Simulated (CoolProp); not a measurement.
Dimethyl carbonate along the isotherm 362.8 K: Z from the reference equation and from simpler models built on Tc = 557.0 K, pc = 4909 kPa, ω = 0.346; each cubic takes its own stable root.

The numbers come from the reference Helmholtz-energy equation of state, Zhou 2011 in CoolProp.

```
p (kPa)   phase  reference
-------  ------  ---------
1120     liquid    0.03426
2230     liquid    0.06810
3350     liquid     0.1021
4460     liquid     0.1357
5580     liquid     0.1696
6690     liquid     0.2030
7810     liquid     0.2366
8930     liquid     0.2701
10000    liquid     0.3020
11200    liquid     0.3377
12300    liquid     0.3703
```

How far does each simpler model (van der Waals, Redlich-Kwong, Soave-Redlich-Kwong, Peng-Robinson) lie from the reference over these 11 states: mean and median of the absolute difference, and the worst?


- van der Waals: mean 67.9 %, median 67.6 %, worst +71.6 % at 362.8 K and 1120 kPa
- Redlich-Kwong: mean 16.3 %, median 16.3 %, worst +17.4 % at 362.8 K and 1120 kPa
- Soave-Redlich-Kwong: mean 11.5 %, median 11.5 %, worst +11.9 % at 362.8 K and 1120 kPa
- Peng-Robinson: mean 1.1 %, median 1.1 %, worst -1.2 % at 362.8 K and 12300 kPa
